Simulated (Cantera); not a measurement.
Cantera run:

```python
import numpy as np
import cantera as ct

gas_names = """
    CL CL2 H HCL H2 Si SiCL SiCL2 SiCL3 SiCL4 SiH SiHCL3 SiH2 SiH2CL2 SiH3 SiH3CL SiH4 Si2 Si3
""".split()
cond_names = """
    Si(cr) Si(L)
""".split()


def load(file, names, dense=False):
    # The tables refer to 1 bar. Condensed volumes are neglected.
    table = {s.name: s for s in ct.Species.list_from_file(file)}
    out = []
    for n in names:
        d = dict(table[n].input_data)
        d["thermo"] = dict(d["thermo"], **{"reference-pressure": 1e5})
        if dense:
            d["equation-of-state"] = {"model": "constant-volume", "density": "1e6 g/cm^3"}
        out.append(ct.Species.from_dict(d))
    return out


gas = ct.Solution(thermo="ideal-gas", species=load("nasa_gas.yaml", gas_names))
cond = {s.name: ct.Solution(thermo="fixed-stoichiometry", species=[s], name=s.name)
        for s in load("nasa_condensed.yaml", cond_names, dense=True)}
atoms = {
    'Si2H6': {'Si': 2, 'H': 6},
    'H2': {'H': 2},
    'Cl2': {'CL': 2},
}
top_T = {}  # K; cautious upper limits of use, not melting points


def equilibrate(T, P, feed):
    n = {}
    for name, mol in feed.items():
        for a, k in atoms[name].items():
            n[a] = n.get(a, 0.0) + k * mol
    gas.TPX = T, P, n
    mass = sum(n.values()) * gas.mean_molecular_weight
    gas.equilibrate("TP")
    valid = [c for c in cond.values() if c.min_temp <= T <= top_T.get(c.name, c.max_temp)]
    mix = ct.Mixture([(gas, mass / gas.mean_molecular_weight)] + [(c, 0.0) for c in valid])
    mix.T, mix.P = T, P
    mix.equilibrate("TP", solver="vcs", rtol=1e-11, max_steps=5000)
    return mix


results = []
feed = {'Si2H6': 1, 'H2': 15, 'Cl2': 0.35}  # mol
P = 101325  # Pa
for T in [825, 900, 975, 1050, 1125, 1200, 1275, 1350, 1425, 1500, 1575, 1650, 1725]:
    mix = equilibrate(T, P, feed)
    results.append((T, P, feed, dict(zip(mix.species_names, mix.species_moles))))
    x = sorted(zip(gas.X, gas.species_names), reverse=True)
    print(f"T = {T:g} K  P = {P:g} Pa  gas = {mix.phase_moles(0):.4g} mol")
    print("   x: " + "  ".join(f"{s} {v:.3e}" for v, s in x if v > 1e-06))
    print("   condensed (mol): " + ("  ".join(f"{mix.phase(i).name} {mix.phase_moles(i):.4g}"
          for i in range(1, mix.n_phases) if mix.phase_moles(i) > 1e-12) or "none"))
```

Output:

```
T = 825 K  P = 101325 Pa  gas = 18.15 mol
   x: H2 9.878e-01  SiHCL3 6.074e-03  SiCL4 4.507e-03  HCL 9.062e-04  SiH2CL2 6.909e-04  SiH3CL 1.840e-05  SiCL3 6.859e-06
   condensed (mol): Si(cr) 1.795
T = 900 K  P = 101325 Pa  gas = 18.15 mol
   x: H2 9.869e-01  SiHCL3 5.773e-03  SiCL4 4.391e-03  HCL 2.132e-03  SiH2CL2 7.199e-04  SiCL3 2.401e-05  SiH3CL 2.190e-05  SiCL2 6.259e-06
   condensed (mol): Si(cr) 1.801
T = 975 K  P = 101325 Pa  gas = 18.16 mol
   x: H2 9.854e-01  SiHCL3 5.340e-03  HCL 4.336e-03  SiCL4 4.110e-03  SiH2CL2 7.266e-04  SiCL3 6.686e-05  SiCL2 3.079e-05  SiH3CL 2.497e-05
   condensed (mol): Si(cr) 1.813
T = 1050 K  P = 101325 Pa  gas = 18.18 mol
   x: H2 9.829e-01  HCL 7.797e-03  SiHCL3 4.719e-03  SiCL4 3.605e-03  SiH2CL2 7.039e-04  SiCL3 1.517e-04  SiCL2 1.156e-04  SiH3CL 2.734e-05
   condensed (mol): Si(cr) 1.83
T = 1125 K  P = 101325 Pa  gas = 18.21 mol
   x: H2 9.794e-01  HCL 1.255e-02  SiHCL3 3.871e-03  SiCL4 2.857e-03  SiH2CL2 6.437e-04  SiCL2 3.409e-04  SiCL3 2.813e-04  SiH3CL 2.862e-05
   condensed (mol): Si(cr) 1.854
T = 1200 K  P = 101325 Pa  gas = 18.25 mol
   x: H2 9.753e-01  HCL 1.815e-02  SiHCL3 2.832e-03  SiCL4 1.937e-03  SiCL2 7.972e-04  SiH2CL2 5.420e-04  SiCL3 4.196e-04  SiH3CL 2.838e-05
   condensed (mol): Si(cr) 1.88
T = 1275 K  P = 101325 Pa  gas = 18.29 mol
   x: H2 9.713e-01  HCL 2.350e-02  SiHCL3 1.765e-03  SiCL2 1.473e-03  SiCL4 1.058e-03  SiCL3 4.895e-04  SiH2CL2 4.081e-04  SiH3CL 2.636e-05
   condensed (mol): Si(cr) 1.905
T = 1350 K  P = 101325 Pa  gas = 18.32 mol
   x: H2 9.683e-01  HCL 2.737e-02  SiCL2 2.176e-03  SiHCL3 9.224e-04  SiCL4 4.553e-04  SiCL3 4.457e-04  SiH2CL2 2.725e-04  SiH3CL 2.290e-05  H 2.330e-06
   condensed (mol): Si(cr) 1.921
T = 1425 K  P = 101325 Pa  gas = 18.33 mol
   x: H2 9.667e-01  HCL 2.945e-02  SiCL2 2.708e-03  SiHCL3 4.272e-04  SiCL3 3.384e-04  SiH2CL2 1.675e-04  SiCL4 1.663e-04  SiH3CL 1.899e-05  H 6.663e-06
   condensed (mol): Si(cr) 1.93
T = 1500 K  P = 101325 Pa  gas = 18.34 mol
   x: H2 9.660e-01  HCL 3.032e-02  SiCL2 3.056e-03  SiCL3 2.364e-04  SiHCL3 1.916e-04  SiH2CL2 1.005e-04  SiCL4 5.806e-05  H 1.719e-05  SiH3CL 1.549e-05  SiH2 1.447e-06
   condensed (mol): Si(cr) 1.933
T = 1575 K  P = 101325 Pa  gas = 18.35 mol
   x: H2 9.657e-01  HCL 3.061e-02  SiCL2 3.289e-03  SiCL3 1.623e-04  SiHCL3 8.827e-05  SiH2CL2 6.134e-05  H 4.057e-05  SiCL4 2.097e-05  SiH3CL 1.268e-05  SiH2 3.628e-06  SiH4 1.059e-06  CL 1.022e-06
   condensed (mol): Si(cr) 1.933
T = 1650 K  P = 101325 Pa  gas = 18.35 mol
   x: H2 9.656e-01  HCL 3.064e-02  SiCL2 3.458e-03  SiCL3 1.128e-04  H 8.868e-05  SiHCL3 4.275e-05  SiH2CL2 3.862e-05  SiH3CL 1.051e-05  SiH2 8.359e-06  SiCL4 8.080e-06  CL 2.207e-06  SiCL 1.895e-06  SiH4 1.148e-06
   condensed (mol): Si(cr) 1.932
T = 1725 K  P = 101325 Pa  gas = 18.35 mol
   x: H2 9.653e-01  HCL 3.094e-02  SiCL2 3.419e-03  H 1.813e-04  SiCL3 7.721e-05  SiH2CL2 2.396e-05  SiHCL3 2.106e-05  SiH2 1.664e-05  SiH3CL 8.305e-06  CL 4.499e-06  SiCL 4.372e-06  SiCL4 3.259e-06  SiH 1.416e-06  SiH4 1.150e-06  Si 1.002e-06
   condensed (mol): Si(L) 1.934
```

These are equilibrium values from Cantera (NASA tables, ideal gas, pure condensed phases), not measurements of a reactor. The feed counts by its element totals alone. The tables' values for SiCl3 are old estimates; treat these amounts as uncertain. Gases not in the tables: Si2H6 and higher silanes.
